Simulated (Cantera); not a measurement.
Input (Python, Cantera) and output of one run.

```python
import numpy as np
import cantera as ct

gas_names = """
    H HNO HNO2 HNO3 HO2 H2 H2O H2O2 N NH NH2 NH3 NH2OH NO NO2 NO3 N2 N2H2 N2H4 N2O O OH O2 O3 Si SiH
    SiH2 SiH3 SiH4 SiN SiO SiO2 Si2 Si2N Si3
""".split()
cond_names = """
    H2O(s) H2O(L) Si(cr) Si(L) SiO2(Lqz) SiO2(hqz) SiO2(L) Si2N2O(s) Si3N4(a)
""".split()


# ... load() reads the species with a 1 bar reference pressure and builds the phases ...
atoms = {
    'SiO2': {'Si': 1, 'O': 2},
    'H2': {'H': 2},
    'N2': {'N': 2},
}
top_T = {'Si2N2O(s)': 2100, 'Si3N4(a)': 2400}  # K; cautious upper limits of use, not melting points


# ... equilibrate(T, P, feed) seeds the gas with the atoms and calls Mixture.equilibrate('TP', solver="vcs", rtol=1e-11, max_steps=5000) ...
results = []
feed = {'SiO2': 1, 'H2': 440, 'N2': 10}  # mol
P = 1000  # Pa
for T in [898, 948, 998, 1048, 1098, 1148, 1198, 1248, 1298, 1348, 1398, 1448, 1498, 1548]:
    mix = equilibrate(T, P, feed)
    results.append((T, P, feed, dict(zip(mix.species_names, mix.species_moles))))

top = {s: max(r[3][s] / sum(r[3][g] for g in gas_names) for r in results) for s in gas_names}
cols = sorted((s for s in top if top[s] > 1e-05), key=lambda s: -top[s])[:7]
seen = [c for c in cond_names if any(r[3].get(c, 0) > 1e-12 for r in results)]
print("log10 of partial pressures in bar; condensed amounts in mol")
print(f"{'T/K':>10s}" + "".join(f"{s[:9]:>10s}" for s in cols + seen))
for T, P, feed, n in results:
    ng = sum(n[g] for g in gas_names)
    print(f"{T:10.4g}" + "".join(f"{np.log10(max(n[s] / ng * P / 1e5, 1e-99)):10.3f}" for s in cols)
          + "".join(f"{n.get(c, 0):10.4g}" for c in seen))
```

Output:

```
log10 of partial pressures in bar; condensed amounts in mol
       T/K        H2        N2       SiO       H2O         H SiO2(hqz) Si2N2O(s)
       898    -2.010    -3.653   -16.283    -7.304   -10.966    0.9985 0.0007454
       948    -2.010    -3.653   -14.715    -7.173   -10.285     0.998  0.001006
       998    -2.010    -3.653   -13.306    -7.057    -9.672    0.9974  0.001316
      1048    -2.010    -3.653   -12.033    -6.952    -9.117    0.9967  0.001674
      1098    -2.010    -3.653   -10.878    -6.858    -8.612    0.9958   0.00208
      1148    -2.010    -3.653    -9.825    -6.772    -8.150    0.9949  0.002531
      1198    -2.010    -3.653    -8.862    -6.695    -7.726    0.9939   0.00301
      1248    -2.010    -3.653    -7.977    -6.623    -7.336    0.9927  0.003413
      1298    -2.010    -3.653    -7.163    -6.558    -6.975    0.9907  0.003119
      1348    -2.010    -3.653    -6.454    -6.454    -6.641    0.9842         0
      1398    -2.010    -3.653    -6.077    -6.077    -6.330    0.9623         0
      1448    -2.010    -3.653    -5.727    -5.727    -6.040    0.9155         0
      1498    -2.010    -3.653    -5.401    -5.401    -5.770     0.821         0
      1548    -2.011    -3.654    -5.096    -5.096    -5.517    0.6393         0
```

Equilibrium computed with Cantera from the NASA thermochemical tables; the gas is ideal and each condensed phase is pure. N2 is the only nitrogen source here; it is nearly inert below about 1500 K, so the nitride shown seldom forms there in practice. Mutual solubility and eutectic melting of coexisting phases are not modelled. The tables hold silica as quartz up to 1696 K and as liquid above; real silica turns to tridymite and cristobalite and melts near 1996 K.
